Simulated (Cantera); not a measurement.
Charge: 1 mol FeS, a varied amount of H₂, 3.6 mol H₂O, equilibrated at 1150 K and 13.3 mbar.

These are equilibrium values from Cantera (NASA tables, ideal gas, pure condensed phases), not measurements of a reactor. Candidate condensed phases: Fe, FeO, Fe(OH)₂, Fe(OH)₃, FeS, FeSO₄, FeS₂, Fe₂O₃, Fe₂(SO₄)₃, Fe₃O₄, H₂O, H₂SO₄, S; 22 gas species. Mutual solubility and eutectic melting of coexisting phases are not modelled. FeS: taken at fixed stoichiometry. Rates play no part.

### Question
Which condensed phases are stable at each of these points (n(H₂) (mol)): 46, 57, 72, 91, 110, 140, 180, 230, 280, 360, 450?

### Answer
```json
[
 {"n(H₂) (mol)": "46", "condensed phases": "Fe(α) + FeS(s)", "Fe condensed (%)": "100.0"},
 {"n(H₂) (mol)": "57", "condensed phases": "Fe(α) + FeS(s)", "Fe condensed (%)": "100.0"},
 {"n(H₂) (mol)": "72", "condensed phases": "Fe(α) + FeS(s)", "Fe condensed (%)": "100.0"},
 {"n(H₂) (mol)": "91", "condensed phases": "Fe(α) + FeS(s)", "Fe condensed (%)": "100.0"},
 {"n(H₂) (mol)": "110", "condensed phases": "Fe(α) + FeS(s)", "Fe condensed (%)": "100.0"},
 {"n(H₂) (mol)": "140", "condensed phases": "Fe(α) + FeS(s)", "Fe condensed (%)": "100.0"},
 {"n(H₂) (mol)": "180", "condensed phases": "Fe(α) + FeS(s)", "Fe condensed (%)": "100.0"},
 {"n(H₂) (mol)": "230", "condensed phases": "Fe(α) + FeS(s)", "Fe condensed (%)": "100.0"},
 {"n(H₂) (mol)": "280", "condensed phases": "Fe(α) + FeS(s)", "Fe condensed (%)": "100.0"},
 {"n(H₂) (mol)": "360", "condensed phases": "Fe(α)", "Fe condensed (%)": "100.0"},
 {"n(H₂) (mol)": "450", "condensed phases": "Fe(α)", "Fe condensed (%)": "100.0"}
]
```

From 46 mol H₂ to 280 mol H₂ the condensed part is Fe(α) + FeS(s). From 360 mol H₂ to 450 mol H₂ the condensed part is Fe(α).
